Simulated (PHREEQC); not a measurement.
Synthetic water in mmol/kgw, 60 °C, pH 6.43, pe 12.3: Na 1690; K 0.56; Ca 6.58; Mg 18.8; Cl 585; S(6) 4.56; Alkalinity (meq/kgw) 0.277; B 0.91.

Valence states are taken as typed.

Equilibrium calculation in PHREEQC: ion-association model, wateq4f.dat.

The ionic strength is 1.19 mol/kgw. The activity of water is 0.959 and the charge-balance error is 49.2 %.

| species | molality | activity | log γ |
|---|---|---|---|
| Na+ | 1.69 | 1.19 | -0.153 |
| Cl- | 0.585 | 0.334 | -0.244 |
| O2 | 0.116 | 0.152 | 0.119 |
| Mg+2 | 0.0184 | 0.00512 | -0.554 |
| Ca+2 | 0.00651 | 0.00147 | -0.647 |
| NaSO4- | 0.00243 | 0.00153 | -0.201 |
| SO4-2 | 0.00164 | 0.000211 | -0.891 |

No solid was allowed to form. Ionic strength above about 0.7 mol/kgw puts this run outside the model's range. Away from 25 °C the constants follow the database's enthalpies or fits; those with neither stay at their 25 °C values.
